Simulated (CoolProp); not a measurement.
The numbers come from the reference Helmholtz-energy equation of state, Fiedler 2023 in CoolProp.

Task: For tetrahydrofuran, give the phase and the density (kg/m³), cv (kJ/(kg K)), isothermal compressibility (1/MPa) at 321.3 K and 1160 kPa; 416.7 K and 1160 kPa; 474 K and 1160 kPa.

Result: 
- 321.3 K and 1160 kPa: liquid; density 857, cv 1.27, isothermal compressibility 0.00120
- 416.7 K and 1160 kPa: liquid; density 739, cv 1.61, isothermal compressibility 0.00334
- 474 K and 1160 kPa: gas; density 24.3, cv 1.67, isothermal compressibility 1.01
